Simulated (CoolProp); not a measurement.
Computed with CoolProp (reference Helmholtz-energy equation of state, Lemmon 2006). It is a short technical equation, of lower accuracy than the large ones.

Q: Give the vapour pressure (MPa), enthalpy of vaporisation (kJ/kg), vapour Z of saturated C2F6 (R116) at 220.8 K.

A: 
```
T (K)  p (MPa)  enthalpy of vaporisation (kJ/kg)  vapour Z
-----  -------  --------------------------------  --------
220.8    0.337                               105     0.895
```
